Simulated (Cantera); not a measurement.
A closed system holds: 1 mol Si, 0.53 mol CO2, 36 mol H2, at 1575 °C and 10.0 mbar.

These are equilibrium values from Cantera (NASA tables, ideal gas, pure condensed phases), not measurements of a reactor. Gases not in the tables: Si2H6 and higher silanes. The numbers say what is thermodynamically allowed, not how fast it happens.

| species | before | after |
|---|---|---|
| H2 | 0.966 | 0.921 |
| H | 0.00521 | 0.0400 |
| SiO | 0.0204 | 0.0141 |
| Si | 0.000371 | 0.0109 |
| CO | 0.00816 | 0.0136 |
| Si2 | 1.53e-6 | 7.76e-5 |
| Si2C | 5.05e-6 | 0.000194 |
| SiH | 3.63e-5 | 0.000512 |
| SiH2 | 2.38e-5 | 0.000106 |
| SiC(s), mol | 0.227 | 0 |
Gas species are given as mole fractions.

Q: Which change was made?
(A) temperature from 1575 °C to 1475 °C
(B) temperature from 1575 °C to 1875 °C
(C) temperature from 1575 °C to 952 °C
(D) CO2 from 0.53 to 0.48 mol

A: B, temperature from 1575 °C to 1875 °C
